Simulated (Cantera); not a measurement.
Cantera run, input and output.

```python
import numpy as np
import cantera as ct

gas = ct.Solution("gri30.yaml")
gas.TPX = 1625, 260000, {'C2H4': 1, 'O2': 7.32, 'N2': 27.5, 'CO2': 3.3}
reactor = ct.IdealGasConstPressureReactor(gas, energy="on", clone=False)
net = ct.ReactorNet([reactor])
net.rtol, net.atol = 1e-08, 1e-16
show = ['C2H4', 'O2', 'CO2', 'C2H2', 'H']
times = np.geomspace(6e-06, 2, 11)

steps = ct.SolutionArray(gas, extra=["t"])
rows = []
print(f"{'t/s':>10s}{'T/K':>9s}{'P/Pa':>11s}" + "".join(f"{s:>11s}" for s in show))
for t in times:
    while net.time < t:
        t_next = net.step()
        steps.append(gas.state, t=t_next)
    rows.append([np.interp(t, steps.t, y) for y in (steps.T, steps.P, *steps(*show).X.T)])
    print(f"{t:10.3e}{rows[-1][0]:9.1f}{rows[-1][1]:11.4g}" + "".join(f"{x:11.3e}" for x in rows[-1][2:]))
rate = np.gradient(steps.T, steps.t)
print("integrator steps:", len(steps.t))
if steps.T.max() > steps.T[0] + 200:
    print(f"time of steepest temperature rise: {steps.t[rate.argmax()]:.4e} s")
gas.TPX = 1625, 260000, {'C2H4': 1, 'O2': 7.32, 'N2': 27.5, 'CO2': 3.3}
gas.equilibrate("HP")
print(f"equilibrium (HP): T = {gas.T:.1f} K  " + "  ".join(f"{s} {gas[s].X[0]:.3e}" for s in show))
```

Output:

```
       t/s      T/K       P/Pa       C2H4         O2        CO2       C2H2          H
 6.000e-06   1625.0    2.6e+05  2.547e-02  1.870e-01  8.435e-02  2.328e-05  9.711e-06
 2.140e-05   2071.7    2.6e+05  9.949e-16  1.182e-01  9.701e-02  1.233e-12  3.371e-03
 7.634e-05   2259.5    2.6e+05  2.858e-27  1.130e-01  1.163e-01  4.418e-22  1.237e-03
 2.723e-04   2378.1    2.6e+05  1.076e-26  1.108e-01  1.277e-01 -5.088e-21  2.703e-04
 9.712e-04   2397.4    2.6e+05 -5.037e-27  1.103e-01  1.297e-01  8.561e-21  1.759e-04
 3.464e-03   2395.4    2.6e+05  1.123e-29  1.097e-01  1.298e-01  1.444e-23  1.734e-04
 1.236e-02   2389.4    2.6e+05  9.912e-30  1.079e-01  1.299e-01  1.274e-23  1.666e-04
 4.407e-02   2380.1    2.6e+05  8.117e-30  1.052e-01  1.301e-01  1.031e-23  1.565e-04
 1.572e-01   2377.5    2.6e+05  7.676e-30  1.045e-01  1.302e-01  9.721e-24  1.538e-04
 5.607e-01   2377.5    2.6e+05  7.675e-30  1.045e-01  1.302e-01  9.719e-24  1.538e-04
 2.000e+00   2377.5    2.6e+05  7.675e-30  1.045e-01  1.302e-01  9.719e-24  1.538e-04
integrator steps: 1557
time of steepest temperature rise: 1.2413e-05 s
equilibrium (HP): T = 2377.5 K  C2H4 1.011e-29  O2 1.045e-01  CO2 1.302e-01  C2H2 1.145e-23  H 1.538e-04
```

Cantera simulation using GRI-Mech 3.0 (53 species, 325 reactions); the numbers are that mechanism's predictions, not measurements. GRI-Mech 3.0 was tuned for natural gas; its chemistry of ethylene as a main component is partial and can be far from experiment.
